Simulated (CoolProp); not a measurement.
Vapour-liquid equilibrium of hydrogen sulfide (1) + propane (2) at 1.31 MPa; x and y are mole fractions of (1).

Model: multi-fluid Helmholtz-energy mixture model, Lemmon 2006 and Lemmon 2009; pair parameters Kunz 2012, in CoolProp.

**Question.** Give the bubble temperature and the first vapour's composition at x = 0.05, 0.125, 0.5. Is there an azeotrope?

**Answer.** x = 0.05: 32.2 °C, y = 0.143; x = 0.125: 25.2 °C, y = 0.306; x = 0.5: 9.8 °C, y = 0.665. y crosses x between x = 0.8 and 0.875: the model has an azeotrope there.

Pair parameters are fitted to limited data, so mixtures are less certain than the pure fluids.
